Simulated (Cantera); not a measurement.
Input: 1 mol Si, 1.9 mol Cl₂, a varied amount of H₂, at 777 °C and 435 Torr.

Equilibrium computed with Cantera from the NASA thermochemical tables; the gas is ideal and each condensed phase is pure. Candidate condensed phases: Si; 19 gas species. Kinetics and transport are ignored.

Q: Which condensed phases are stable at each of these points (n(H₂) (mol)): 0.43, 1, 1.6, 2.1, 2.7, 3.3, 3.8, 4.4, 5, 5.5, 6.1, 6.7?

A: 
```tsv
n(H₂) (mol)	condensed phases	Si condensed (%)
0.43	Si(s)	1.7
1	Si(s)	0.6
1.6	gas only	0.0
2.1	gas only	0.0
2.7	gas only	0.0
3.3	gas only	0.0
3.8	gas only	0.0
4.4	gas only	0.0
5	gas only	0.0
5.5	gas only	0.0
6.1	gas only	0.0
6.7	gas only	0.0
```

From 0.43 mol H₂ to 1 mol H₂ the condensed part is Si(s). From 1.6 mol H₂ to 6.7 mol H₂ nothing is condensed.
